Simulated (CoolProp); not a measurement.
Vapour pressure (kPa) of fluorine: the reference equation beside estimates from Tc = -128.7 °C, pc = 5240 kPa, ω = 0.045.

Model: reference Helmholtz-energy equation of state, de Reuck 1990, in CoolProp.

| T (°C) | reference | Redlich-Kwong | Soave-Redlich-Kwong | Peng-Robinson |
|---|---|---|---|---|
| -184.85 | 145.1 | 130.5 | 146.7 | 150.2 |
| -181.05 | 212.9 | 198.0 | 215.3 | 218.8 |
| -177.15 | 305.0 | 291.6 | 308.6 | 311.7 |
| -173.35 | 420.6 | 410.7 | 425.9 | 428.0 |
| -169.55 | 566.0 | 561.6 | 573.4 | 574.0 |
| -165.75 | 745.0 | 748.5 | 755.5 | 753.9 |
| -161.95 | 962.0 | 975.6 | 976.5 | 972.0 |
| -158.15 | 1221 | 1247 | 1241 | 1233 |
| -154.35 | 1527 | 1566 | 1553 | 1541 |
| -150.55 | 1884 | 1937 | 1917 | 1902 |

Absolute difference from the reference over all 10 rows, mean and median: Redlich-Kwong 3.4 and 2.5 %, Soave-Redlich-Kwong 1.4 and 1.4 %, Peng-Robinson 1.7 and 1.3 %.
